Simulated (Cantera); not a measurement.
Feed: 1 mol HgO, 4.9 mol N2, held at 1548 K and 1.20 bar.

These are equilibrium values from Cantera (NASA tables, ideal gas, pure condensed phases), not measurements of a reactor. Candidate condensed phases: Hg, HgO; 10 gas species. Rates play no part.

What is the equilibrium state?


```
Property                             Result
--------------------------------  ---------
x(N2)                                 0.765
x(Hg)                                 0.156
x(O2)                                0.0777
x(NO)                              0.000921
x(NO2)                              2.86e-6
x(O)                                1.94e-6
gas amount                        6.400 mol
log10 activity of Hg(l) (absent)      -3.53
```
